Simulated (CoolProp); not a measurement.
Vapour pressure (kPa) of ethylene: the reference equation beside estimates from Tc = 282.4 K, pc = 5042 kPa, ω = 0.087. Clausius-Clapeyron is anchored at 130.4 K with a constant enthalpy of vaporisation of 14.99 kJ/mol.

Model: reference Helmholtz-energy equation of state, Smukala 2000, in CoolProp.

| T (K) | reference | Lee-Kesler | Clausius-Clapeyron | Redlich-Kwong | Soave-Redlich-Kwong |
|---|---|---|---|---|---|
| 130.4 | 4.617 | 4.619 | 4.617 | 3.527 | 4.557 |
| 136.1 | 8.229 | 8.181 | 8.239 | 6.753 | 8.110 |
| 141.7 | 13.79 | 13.66 | 13.91 | 11.99 | 13.59 |
| 147.4 | 22.29 | 22.05 | 22.75 | 20.31 | 21.97 |
| 153 | 34.36 | 33.97 | 35.59 | 32.49 | 33.88 |
| 158.6 | 51.16 | 50.61 | 53.96 | 49.87 | 50.50 |
| 164.3 | 74.35 | 73.66 | 80.04 | 74.29 | 73.51 |
| 169.9 | 104.5 | 103.7 | 114.9 | 106.4 | 103.5 |
| 175.6 | 144.1 | 143.2 | 162.2 | 149.0 | 142.9 |
| 181.2 | 193.3 | 192.6 | 222.8 | 202.3 | 192.2 |
| 186.9 | 255.7 | 255.1 | 301.7 | 270.0 | 254.7 |
| 192.5 | 330.7 | 330.3 | 399.5 | 351.5 | 330.0 |

Absolute difference from the reference over all 12 rows, mean and median: Lee-Kesler 0.7 and 0.7 %, Clausius-Clapeyron 8.0 and 6.6 %, Redlich-Kwong 7.8 and 5.5 %, Soave-Redlich-Kwong 1.0 and 1.2 %.
